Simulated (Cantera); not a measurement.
## Si + NF₃ (silicon etching in halogen gases)

Charge: 1 mol Si, a varied amount of NF₃, held at 850 °C and 0.000750 bar.

Method: chemical equilibrium by Gibbs-energy minimisation in Cantera with the NASA 1993 tables (ideal gas, pure condensed phases). Candidate condensed phases: Si, Si₃N₄; 16 gas species. The tables' values for SiF₃, SiF₂ are old estimates; treat these amounts as uncertain. Rates play no part.

```
n(NF₃) (mol)  log p SiF₄  log p F  log p N₂  log p F₂  log p SiF₃  log p SiF₂  log p NF₃  log p NF₂  n Si₃N₄(s)
------------  ----------  -------  --------  --------  ----------  ----------  ---------  ---------  ----------
0.72               -3.17     <-15     -4.17      <-15       -5.62       -7.93       <-15       <-15       0.153
0.95               -3.27     <-15     -3.67      <-15       -5.78       -8.15       <-15       <-15      0.0956
1.2                -3.33     <-15     -3.55      <-15       -5.84       -8.21       <-15       <-15      0.0331
1.6                -3.54    -3.64     -3.64     -6.21        <-15        <-15     -12.25     -12.21           0
2.1                -3.76    -3.40     -3.74     -5.74        <-15        <-15     -11.60     -11.80           0
2.8                -3.96    -3.32     -3.81     -5.56        <-15        <-15     -11.37     -11.66           0
3.6                -4.11    -3.28     -3.85     -5.48        <-15        <-15     -11.28     -11.60           0
4.8                -4.26    -3.25     -3.88     -5.43        <-15        <-15     -11.21     -11.56           0
6.2                -4.39    -3.24     -3.90     -5.40        <-15        <-15     -11.18     -11.54           0
```
log p: log10 of the partial pressure in bar; n: condensed amount in mol.

From 0.72 mol NF₃ to 1.2 mol NF₃ the condensed part is Si₃N₄(s). From 1.6 mol NF₃ to 6.2 mol NF₃ nothing is condensed. The main Si-bearing gas is SiF₄ throughout.
